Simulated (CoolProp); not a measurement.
Computed with CoolProp (reference Helmholtz-energy equation of state, Lemmon 2006). It is a short technical equation, of lower accuracy than the large ones.

Question: Give the vapour pressure (bar), liquid cp (kJ/(kg K)), vapour Z, surface tension (mN/m) of saturated toluene at 348.2, 373.9 K.

Answer: 
| T (K) | p (bar) | liquid cp (kJ/(kg K)) | vapour Z | surface tension (mN/m) |
|---|---|---|---|---|
| 348.2 | 0.327 | 1.87 | 0.982 | 21.9 |
| 373.9 | 0.759 | 1.97 | 0.967 | 19.0 |

Surface tension comes from a separate correlation (Mulero 2012).
